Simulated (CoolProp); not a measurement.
Vapour-liquid equilibrium of ethanol (1) + hexamethyldisiloxane (MM) (2) at 0.0594 MPa; x and y are mole fractions of (1).

Values from CoolProp's multi-fluid Helmholtz-energy mixture model, Schroeder 2014 and Thol 2016; pair parameters Bell 2016.

### Question
Give the bubble temperature and the first vapour's composition at x = 0.35, 0.65, 0.8. Is there an azeotrope?

### Answer
x = 0.35: 62.3 °C, y = 0.604; x = 0.65: 61.5 °C, y = 0.658; x = 0.8: 61.8 °C, y = 0.723. y crosses x between x = 0.65 and 0.8: the model has an azeotrope there.

The pair parameters rest on a limited set of measurements; away from them the model extrapolates.
